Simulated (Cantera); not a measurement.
Feed: 1 mol C2F6, 0.083 mol H2, at 1875 °C and 10000 Pa.

Cantera equilibrium calculation (NASA polynomials, part measured and part estimated; ideal gas, pure solids and liquids). The feed counts by its element totals alone. The tables' values for C2F4 are old estimates; treat these amounts as uncertain. Gases not in the tables: C2F6 and larger saturated fluorocarbons. Rates play no part.

```csv
species,before,after
CF4,0.775,0.831
HF,0.0952,0.0985
CF2,0.0970,0.0537
F,0.0222,0.00883
CF3,0.0108,0.00833
CF,0.000203,8.08e-5
C2F4,1.46e-5,1.56e-5
"C(graphite), mol",0.462,0.496
```
Gas species are given as mole fractions.

### Question
What was changed between the two runs?
A. C2F6 replaced by CH3F
B. pressure from 10000 Pa to 35000 Pa
C. temperature from 1875 °C to 3027 °C
D. temperature from 1875 °C to 2402 °C

### Answer
B, pressure from 10000 Pa to 35000 Pa
